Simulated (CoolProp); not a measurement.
Properties of benzene along the isobar 44.5 bar (Tc = 288.9 °C, pc = 49.06 bar, ω = 0.211).

The numbers come from the reference Helmholtz-energy equation of state, Thol 2012 in CoolProp.

```csv
T (°C),phase,speed of sound (m/s),Joule-Thomson coefficient (K/MPa),conductivity (mW/(m K))
230.15,liquid,478.4,0.3408,83.1
240.75,liquid,429.6,0.5244,80.0
251.35,liquid,376.7,0.8026,?
261.95,liquid,317.5,?,?
272.55,liquid,246.0,2.340,70.0
283.15,gas,?,19.10,57.3
293.85,gas,150.3,?,50.7
304.45,gas,165.4,12.09,49.1
315.05,gas,?,10.48,48.7
325.65,gas,186.9,9.285,48.8
336.25,gas,195.4,8.354,49.2
346.85,gas,203.0,7.599,?
```

Problem. Some entries are withheld; supply them.

Solution. 
- 251.35, conductivity (mW/(m K)): 76.7
- 261.95, Joule-Thomson coefficient (K/MPa): 1.281
- 261.95, conductivity (mW/(m K)): 73.3
- 283.15, speed of sound (m/s): 126.5
- 293.85, Joule-Thomson coefficient (K/MPa): 14.50
- 315.05, speed of sound (m/s): 177.1
- 346.85, conductivity (mW/(m K)): 49.8

Thermal conductivity comes from a separate model (Assael 2012).
